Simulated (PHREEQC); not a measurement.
Consider water at 25 °C with 35 mmol/kgw Cu(BF4)2, 0.06 mmol/kgw HNO3 and 0.99 mmol/kgw KCl. Closed to the air; pH follows from the charge balance.

Model: ion-association model, wateq4f.dat, run in PHREEQC.

| Property | Value |
|---|---|
| pH | 2.70 |
| ionic strength | 0.107 mol/kgw |
| total alkalinity | -210 meq/kg |

```csv
species,molality,activity,log γ
BF4-,0.0643,0.0475,-0.131
Cu+2,0.0343,0.0135,-0.406
HF,0.00640,0.00656,0.011
BF3OH-,0.00360,0.00266,-0.131
F-,0.00291,0.00220,-0.121
H+,0.00242,0.00199,-0.085
H3BO3,0.00131,0.00135,0.011
K+,0.000990,0.000752,-0.120
Cl-,0.000956,0.000726,-0.120
```

This is a speciation only: nothing precipitates in the calculation. Real BF4- forms and hydrolyses slowly; the run takes it at equilibrium.
